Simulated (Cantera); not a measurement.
A perfectly stirred reactor is fed with CH₄ : H₂ : O₂ : N₂ = 1 : 0.1 : 2.66 : 10 (molar parts), equivalence ratio 0.77, at 9.87 atm; it is adiabatic with a 375 K inlet, and is followed from long to short residence time, starting on the burning branch (τ in s: 0.04, 0.019, 0.0087, 0.004, 0.0019, 0.00087, 0.00041, 0.00019, 8.8e-05, 4.1e-05, 1.9e-05, 8.9e-06).

Detailed kinetics in Cantera: GRI-Mech 3.0 (53 species, 325 reactions).

Q: What does this change do: pressure from 9.87 atm to 1.00 atm?

A: 
```csv
quantity,before,after
"blow-out, bracketed by the residence times tried","burning at 88.0 µs, out at 41.0 µs","burning at 0.190 ms, out at 88.0 µs"
x(CH₄) at τ = 40.0 ms,3.60e-6,1.07e-5
x(H₂) at τ = 40.0 ms,9.66e-5,0.000628
x(O₂) at τ = 40.0 ms,0.0443,0.0446
x(HCN) at τ = 40.0 ms,4.34e-8,4.56e-8
x(N₂O) at τ = 40.0 ms,6.74e-7,3.19e-7
x(CH₄) at τ = 0.410 ms,0.000136,0.000292
x(H₂) at τ = 0.410 ms,0.000801,0.00558
x(O₂) at τ = 0.410 ms,0.0462,0.0519
x(HCN) at τ = 0.410 ms,2.24e-7,2.51e-7
x(N₂O) at τ = 0.410 ms,1.79e-6,2.21e-7
```
